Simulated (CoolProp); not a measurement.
Vapour-liquid equilibrium of hexamethyldisiloxane (MM) (1) + toluene (2) at 392.3 K; x and y are mole fractions of (1).

Values from CoolProp's multi-fluid Helmholtz-energy mixture model, Thol 2016 and Lemmon 2006; pair parameters Bell 2016.

| x | bubble pressure, mixture model (MPa) | bubble pressure, Raoult's law (MPa) | y, mixture model | y, Raoult's law |
|---|---|---|---|---|
| 0.05 | 0.1321 | 0.1304 | 0.075 | 0.065 |
| 0.15 | 0.1390 | 0.1345 | 0.209 | 0.188 |
| 0.25 | 0.1452 | 0.1385 | 0.326 | 0.305 |
| 0.35 | 0.1507 | 0.1425 | 0.429 | 0.415 |
| 0.45 | 0.1555 | 0.1466 | 0.523 | 0.518 |
| 0.55 | 0.1595 | 0.1506 | 0.610 | 0.616 |
| 0.65 | 0.1629 | 0.1547 | 0.693 | 0.709 |
| 0.75 | 0.1656 | 0.1587 | 0.776 | 0.798 |
| 0.85 | 0.1675 | 0.1628 | 0.861 | 0.882 |
| 0.95 | 0.1686 | 0.1668 | 0.952 | 0.962 |

The largest gap from Raoult's law is +6.1 % in bubble pressure, at x = 0.45. No azeotrope shows between x = 0.05 and 0.95.

The pair parameters rest on a limited set of measurements; away from them the model extrapolates.
